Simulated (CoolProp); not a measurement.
R114 along the isotherm 67.55 °C: Z from the reference equation and from simpler models built on Tc = 147.5 °C, pc = 3.352 MPa, ω = 0.252; each cubic takes its own stable root.

The numbers come from the reference Helmholtz-energy equation of state, Platzer 1990 in CoolProp. This equation is an older, rougher fit; its heat capacities, sound speeds and derivatives of the liquid may be far off and weren't checked against measurements.

```tsv
p (MPa)	phase	reference
0.129	gas	0.9742
0.258	gas	0.9467
0.387	gas	0.9173
0.516	gas	0.8854
0.645	gas	0.8504
0.774	liquid	0.03561
0.903	liquid	0.04151
1.03	liquid	0.04730
1.16	liquid	0.05323
1.29	liquid	0.05914
1.42	liquid	0.06504
1.55	liquid	0.07094
1.68	liquid	0.07682
```

How far does each simpler model (van der Waals, Soave-Redlich-Kwong) lie from the reference over these 13 states: mean and median of the absolute difference, and the worst?


- van der Waals: mean 667.7 %, median 57.2 %, worst +2349.9 % at 67.55 °C and 0.774 MPa
- Soave-Redlich-Kwong: mean 3.8 %, median 5.8 %, worst +6.3 % at 67.55 °C and 0.774 MPa

At some of these states van der Waals gives the other phase, because its saturation line lies elsewhere.
